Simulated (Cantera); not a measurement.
Input: 1 mol Si2H6, 14 mol CO2, 1.6 mol N2, at 1850 K and 0.133 bar.

These are equilibrium values from Cantera (NASA tables, ideal gas, pure condensed phases), not measurements of a reactor. Candidate condensed phases: C, C6H6, C7H8, C8H18, H2O, Si, SiC, SiO2, Si2N2O, Si3N4; 151 gas species. The feed counts by its element totals alone. The tables hold silica as quartz up to 1696 K and as liquid above; real silica turns to tridymite and cristobalite and melts near 1996 K. Gases not in the tables: Si(OH)4. Rates play no part.

Base state: CO2 0.405, CO 0.348, H2O 0.133, N2 0.0860, H2 0.0284, H 0.000249, OH 8.58e-5 (mole fractions); condensed: SiO2(condensed).

Q: What changes in the equilibrium state with this change: Si2H6 replaced by SiH4?

A: 
```tsv
species	before	after
CO2	0.405	0.578
CO	0.348	0.218
H2O	0.133	0.104
H2	0.0284	0.00973
N2	0.0860	0.0909
H	0.000249	0.000145
OH	8.58e-5	0.000115
SiO2(condensed), mol	2.00	1.000
```
